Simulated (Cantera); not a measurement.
Cantera run, input and output.

```python
import numpy as np
import cantera as ct

gas = ct.Solution("h2o2.yaml")
gas.TPX = 450, 170000, {'H2': 1, 'O2': 0.521, 'N2': 1.96, 'H2O': 0.087}
flame = ct.FreeFlame(gas, width=0.028)
flame.set_refine_criteria(ratio=3, slope=0.08, curve=0.16)
flame.transport_model = "mixture-averaged"
flame.solve(loglevel=0, auto=True)
z, T = flame.grid, flame.T
thick = (T[-1] - T[0]) / np.gradient(T, z).max()
show = ['H2', 'O2', 'O', 'OH', 'H', 'H2O2']
print(f"laminar burning velocity  {flame.velocity[0] * 100:.3f} cm/s")
print(f"burnt temperature         {T[-1]:.1f} K")
print(f"thermal thickness         {thick * 1e3:.4f} mm")
print(f"grid points               {len(z)}")
z0 = z[flame.heat_release_rate.argmax()]
print(f"{'z/mm':>9s}{'T/K':>9s}{'u/(m/s)':>9s}" + "".join(f"{s:>11s}" for s in show))
rows = []
for k in (-3, -2, -1.5, -1, -0.5, -0.25, 0, 0.25, 0.5, 1, 2, 4, 8):
    zz = z0 + k * thick
    rows.append([k * thick, np.interp(zz, z, T), np.interp(zz, z, flame.velocity),
                 *(np.interp(zz, z, flame.X[gas.species_index(s)]) for s in show)])
    print(f"{rows[-1][0] * 1e3:9.3f}{rows[-1][1]:9.1f}{rows[-1][2]:9.3f}" + "".join(f"{x:11.3e}" for x in rows[-1][3:]))
```

Output:

```
laminar burning velocity  398.693 cm/s
burnt temperature         2401.2 K
thermal thickness         0.2011 mm
grid points               111
     z/mm      T/K  u/(m/s)         H2         O2          O         OH          H       H2O2
   -0.603    450.0    3.987  2.803e-01  1.460e-01  4.483e-13  4.921e-15  1.274e-15  1.419e-13
   -0.402    450.0    3.987  2.803e-01  1.460e-01  3.441e-11  3.779e-13  9.879e-14  1.614e-11
   -0.302    450.0    3.987  2.802e-01  1.460e-01  3.768e-10  4.169e-12  1.090e-12  2.301e-10
   -0.201    450.2    3.985  2.797e-01  1.461e-01  9.337e-09  1.678e-10  4.685e-11  9.715e-09
   -0.101    470.1    4.111  2.695e-01  1.478e-01  2.257e-06  9.105e-06  5.307e-06  8.239e-06
   -0.050    721.7    6.095  2.288e-01  1.438e-01  1.751e-04  9.317e-04  1.983e-03  7.424e-05
    0.000   1192.2    9.740  1.471e-01  1.113e-01  2.952e-03  2.687e-03  1.744e-02  1.947e-05
    0.050   1524.9   12.311  7.373e-02  6.128e-02  7.779e-03  7.945e-03  3.308e-02  5.019e-06
    0.101   1699.6   13.642  4.628e-02  3.790e-02  9.265e-03  1.221e-02  3.409e-02  2.818e-06
    0.201   1872.7   14.902  3.713e-02  2.794e-02  8.212e-03  1.510e-02  2.591e-02  1.457e-06
    0.402   2033.0   16.015  3.232e-02  2.326e-02  5.886e-03  1.568e-02  1.648e-02  8.160e-07
    0.805   2170.6   16.935  2.601e-02  1.916e-02  3.750e-03  1.463e-02  9.388e-03  5.318e-07
    1.609   2274.8   17.609  1.939e-02  1.580e-02  2.230e-03  1.259e-02  4.967e-03  3.890e-07
```

Computed with Cantera and the H2/O2 subset of GRI-Mech 3.0, which has no nitrogen chemistry. Burning velocities carry a grid error of a few per cent, more on coarse grids.
